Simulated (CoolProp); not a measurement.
Vapour-liquid equilibrium of CH2F2 (R32) (1) + n-butane (2) at 305.4 K; x and y are mole fractions of (1).

Computed with CoolProp (multi-fluid Helmholtz-energy mixture model, Tillner-Roth 1997 and Bücker 2006; pair parameters Bell 2016).

```tsv
x	bubble pressure (MPa)	y at the bubble point	dew pressure at overall composition x (MPa)	liquid density (mol/L)
0.05	0.6276	0.499	0.3200	9.900
0.125	1.009	0.681	0.3492	10.20
0.2	1.281	0.747	0.3839	10.51
0.275	1.467	0.780	0.4259	10.83
0.35	1.592	0.799	0.4777	11.18
0.425	1.678	0.812	0.5432	11.56
0.5	1.742	0.822	0.6290	11.98
0.575	1.796	0.832	0.7459	12.46
0.65	1.847	0.844	0.9146	13.03
0.725	1.900	0.859	1.177	13.71
0.8	1.954	0.879	1.601	14.54
0.875	2.003	0.909	1.944	15.57
0.95	2.038	0.955	2.036	16.85
```

No azeotrope shows between x = 0.05 and 0.95.

The pair parameters rest on a limited set of measurements; away from them the model extrapolates. With so large a gap from Raoult's law the liquid may split in two, which this calculation doesn't test in full.
